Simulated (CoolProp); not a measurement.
R1336mzz(E) along the isotherm 136.85 °C: Z from the reference equation and from simpler models built on Tc = 130.4 °C, pc = 2.779 MPa, ω = 0.413; each cubic takes its own stable root.

The numbers come from the reference Helmholtz-energy equation of state, Akasaka 2023 in CoolProp.

```json
[
 {"p (MPa)": "0.356", "phase": "gas", "reference": "0.9553", "van der Waals": "0.9622", "Redlich-Kwong": "0.9572", "Soave-Redlich-Kwong": "0.9577", "Peng-Robinson": "0.9530"},
 {"p (MPa)": "0.713", "phase": "gas", "reference": "0.9080", "van der Waals": "0.9217", "Redlich-Kwong": "0.9117", "Soave-Redlich-Kwong": "0.9129", "Peng-Robinson": "0.9035"},
 {"p (MPa)": "1.07", "phase": "gas", "reference": "0.8576", "van der Waals": "0.8778", "Redlich-Kwong": "0.8630", "Soave-Redlich-Kwong": "0.8650", "Peng-Robinson": "…"},
 {"p (MPa)": "1.43", "phase": "gas", "reference": "0.8027", "van der Waals": "0.8290", "Redlich-Kwong": "0.8096", "Soave-Redlich-Kwong": "0.8127", "Peng-Robinson": "0.7947"},
 {"p (MPa)": "1.78", "phase": "gas", "reference": "0.7441", "van der Waals": "0.7756", "Redlich-Kwong": "0.7521", "Soave-Redlich-Kwong": "0.7566", "Peng-Robinson": "0.7348"},
 {"p (MPa)": "2.14", "phase": "gas", "reference": "0.6758", "van der Waals": "0.7112", "Redlich-Kwong": "0.6843", "Soave-Redlich-Kwong": "0.6909", "Peng-Robinson": "0.6658"},
 {"p (MPa)": "2.49", "phase": "gas", "reference": "0.5957", "van der Waals": "0.6318", "Redlich-Kwong": "0.6036", "Soave-Redlich-Kwong": "0.6142", "Peng-Robinson": "…"},
 {"p (MPa)": "2.85", "phase": "supercritical", "reference": "0.4803", "van der Waals": "0.4969", "Redlich-Kwong": "…", "Soave-Redlich-Kwong": "0.5055", "Peng-Robinson": "0.4770"},
 {"p (MPa)": "3.21", "phase": "supercritical", "reference": "…", "van der Waals": "0.3244", "Redlich-Kwong": "0.2957", "Soave-Redlich-Kwong": "0.3256", "Peng-Robinson": "0.3024"},
 {"p (MPa)": "3.56", "phase": "supercritical", "reference": "0.2319", "van der Waals": "0.3285", "Redlich-Kwong": "0.2864", "Soave-Redlich-Kwong": "0.2990", "Peng-Robinson": "0.2734"},
 {"p (MPa)": "3.92", "phase": "supercritical", "reference": "0.2377", "van der Waals": "0.3432", "Redlich-Kwong": "0.2938", "Soave-Redlich-Kwong": "0.3026", "Peng-Robinson": "0.2754"},
 {"p (MPa)": "4.28", "phase": "supercritical", "reference": "0.2487", "van der Waals": "…", "Redlich-Kwong": "0.3056", "Soave-Redlich-Kwong": "0.3128", "Peng-Robinson": "0.2838"},
 {"p (MPa)": "4.63", "phase": "supercritical", "reference": "0.2612", "van der Waals": "0.3798", "Redlich-Kwong": "0.3188", "Soave-Redlich-Kwong": "0.3252", "Peng-Robinson": "0.2945"},
 {"p (MPa)": "4.99", "phase": "supercritical", "reference": "0.2749", "van der Waals": "0.3997", "Redlich-Kwong": "0.3333", "Soave-Redlich-Kwong": "0.3391", "Peng-Robinson": "0.3067"},
 {"p (MPa)": "5.34", "phase": "supercritical", "reference": "0.2886", "van der Waals": "0.4194", "Redlich-Kwong": "0.3479", "Soave-Redlich-Kwong": "…", "Peng-Robinson": "0.3192"},
 {"p (MPa)": "5.7", "phase": "supercritical", "reference": "0.3029", "van der Waals": "0.4399", "Redlich-Kwong": "0.3631", "Soave-Redlich-Kwong": "0.3682", "Peng-Robinson": "…"}
]
```

Task: Complete the blanks.

Result: 
- 1.07, Peng-Robinson: 0.8512
- 2.49, Peng-Robinson: 0.5865
- 2.85, Redlich-Kwong: 0.4812
- 3.21, reference: 0.2649
- 4.28, van der Waals: 0.3611
- 5.34, Soave-Redlich-Kwong: 0.3533
- 5.7, Peng-Robinson: 0.3325
